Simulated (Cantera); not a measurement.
Cantera with NASA thermochemical tables; ideal gases at 1 bar, condensed phases pure. Values are per mole of reaction as written; species without (g) are pure solids or liquids, kept so even where they would boil at 1 bar.

Between 1348 and 1948 K, where is each reaction favourable under standard conditions?
- H2O(g) + F(g) ⇌ HF(g) + OH(g)


- H2O(g) + F(g) ⇌ HF(g) + OH(g): ΔG° is -85 kJ at 1348 K and -91 kJ at 1948 K; it stays negative (K > 1). ΔH° is -73 kJ and ΔS° 9 J/K at 1948 K.
